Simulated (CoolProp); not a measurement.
Vapour pressure (MPa) of CF4 (R14): the reference equation beside estimates from Tc = 227.4 K, pc = 3.762 MPa, ω = 0.178.

Computed with CoolProp (reference Helmholtz-energy equation of state, Platzer 1990). This equation is an older, rougher fit; its heat capacities, sound speeds and derivatives of the liquid may be far off and weren't checked against measurements.

```json
[
 {"T (K)": "163.2", "reference": "0.3096", "Lee-Kesler": "0.3126", "Redlich-Kwong": "0.4047", "Soave-Redlich-Kwong": "0.3126", "Peng-Robinson": "0.3110"},
 {"T (K)": "166.4", "reference": "0.3669", "Lee-Kesler": "0.3709", "Redlich-Kwong": "0.4733", "Soave-Redlich-Kwong": "0.3711", "Peng-Robinson": "0.3686"},
 {"T (K)": "169.7", "reference": "0.4340", "Lee-Kesler": "0.4390", "Redlich-Kwong": "0.5522", "Soave-Redlich-Kwong": "0.4396", "Peng-Robinson": "0.4360"},
 {"T (K)": "173", "reference": "0.5099", "Lee-Kesler": "0.5160", "Redlich-Kwong": "0.6400", "Soave-Redlich-Kwong": "0.5171", "Peng-Robinson": "0.5123"},
 {"T (K)": "176.3", "reference": "0.5952", "Lee-Kesler": "0.6024", "Redlich-Kwong": "0.7371", "Soave-Redlich-Kwong": "0.6044", "Peng-Robinson": "0.5982"},
 {"T (K)": "179.6", "reference": "0.6907", "Lee-Kesler": "0.6989", "Redlich-Kwong": "0.8441", "Soave-Redlich-Kwong": "0.7022", "Peng-Robinson": "0.6945"},
 {"T (K)": "182.9", "reference": "0.7970", "Lee-Kesler": "0.8063", "Redlich-Kwong": "0.9614", "Soave-Redlich-Kwong": "0.8112", "Peng-Robinson": "0.8018"},
 {"T (K)": "186.2", "reference": "0.9150", "Lee-Kesler": "0.9252", "Redlich-Kwong": "1.089", "Soave-Redlich-Kwong": "0.9321", "Peng-Robinson": "0.9211"},
 {"T (K)": "189.5", "reference": "1.045", "Lee-Kesler": "1.056", "Redlich-Kwong": "1.229", "Soave-Redlich-Kwong": "1.066", "Peng-Robinson": "1.053"},
 {"T (K)": "192.8", "reference": "1.189", "Lee-Kesler": "1.201", "Redlich-Kwong": "1.379", "Soave-Redlich-Kwong": "1.213", "Peng-Robinson": "1.198"},
 {"T (K)": "196.1", "reference": "1.347", "Lee-Kesler": "1.359", "Redlich-Kwong": "1.542", "Soave-Redlich-Kwong": "1.374", "Peng-Robinson": "1.358"},
 {"T (K)": "199.4", "reference": "1.519", "Lee-Kesler": "1.532", "Redlich-Kwong": "1.718", "Soave-Redlich-Kwong": "1.550", "Peng-Robinson": "1.533"},
 {"T (K)": "202.7", "reference": "1.708", "Lee-Kesler": "1.721", "Redlich-Kwong": "1.906", "Soave-Redlich-Kwong": "1.743", "Peng-Robinson": "1.724"},
 {"T (K)": "206", "reference": "1.913", "Lee-Kesler": "1.926", "Redlich-Kwong": "2.107", "Soave-Redlich-Kwong": "1.951", "Peng-Robinson": "1.932"},
 {"T (K)": "209.3", "reference": "2.137", "Lee-Kesler": "2.150", "Redlich-Kwong": "2.323", "Soave-Redlich-Kwong": "2.177", "Peng-Robinson": "2.158"}
]
```

Absolute difference from the reference over all 15 rows, mean and median: Lee-Kesler 1.0 and 1.1 %, Redlich-Kwong 19.3 and 19.0 %, Soave-Redlich-Kwong 1.7 and 1.9 %, Peng-Robinson 0.7 and 0.7 %.
